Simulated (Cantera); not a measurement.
Charge: 1 mol Si3N4, 42 mol H2, held at 0.100 bar.

Cantera equilibrium calculation (NASA polynomials, part measured and part estimated; ideal gas, pure solids and liquids). Candidate condensed phases: Si, Si3N4; 18 gas species. Mutual solubility and eutectic melting of coexisting phases are not modelled. Gases not in the tables: Si2H6 and higher silanes. Kinetics and transport are ignored.

Which condensed phases are stable at each of these points (T (°C)): 1375, 1425, 1475, 1525, 1575, 1625, 1675, 1725, 1775, 1825, 1875?


```csv
T (°C),condensed phases,Si condensed (%)
1375,Si(s) + Si3N4(s),100.0
1425,Si(l) + Si3N4(s),100.0
1475,Si(l) + Si3N4(s),99.9
1525,Si(l),99.9
1575,Si(l),99.8
1625,Si(l),99.7
1675,Si(l),99.4
1725,Si(l),99.0
1775,Si(l),98.4
1825,Si(l),97.3
1875,Si(l),95.7
```

At 1375 °C the condensed part is Si(s) + Si3N4(s). From 1425 °C to 1475 °C the condensed part is Si(l) + Si3N4(s). From 1525 °C to 1875 °C the condensed part is Si(l).
